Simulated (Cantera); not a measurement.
# Moist CO burnout

An isothermal, constant-pressure homogeneous reactor starts with CO : O2 : H2O : N2 = 0.0018 : 0.0031 : 0.0031 : 1 (molar parts), equivalence ratio 0.29, at 900 K and 150 Torr.

Detailed kinetics in Cantera: GRI-Mech 3.0 (53 species, 325 reactions).

```csv
t (s),x CO,x O2,x H2O,x OH,x NO,x H,x H2O2
0.000700,0.00179,0.00308,0.00308,<1e-12,<1e-12,<1e-12,<1e-12
0.00217,0.00179,0.00308,0.00308,<1e-12,<1e-12,<1e-12,<1e-12
0.00674,0.00179,0.00308,0.00308,<1e-12,<1e-12,<1e-12,<1e-12
0.0209,0.00179,0.00308,0.00308,<1e-12,<1e-12,<1e-12,<1e-12
0.0648,0.00179,0.00308,0.00308,<1e-12,<1e-12,<1e-12,<1e-12
0.201,0.00179,0.00308,0.00308,2.14e-12,<1e-12,6.32e-12,<1e-12
0.624,0.00179,0.00308,0.00308,2.87e-10,<1e-12,8.48e-10,6.45e-12
1.93,0.00122,0.00280,0.00306,1.06e-6,4.68e-10,2.85e-6,8.36e-9
6.00,0.000243,0.00231,0.00307,5.31e-7,1.15e-9,3.56e-7,1.20e-8
```
x: mole fraction; the columns are a selection and need not sum to one.

Equilibrium at this temperature and pressure: CO <1e-12, O2 0.00218, H2O 0.00308, OH 1.10e-9, NO 1.06e-6, H <1e-12, H2O2 <1e-12 (gas phase only).
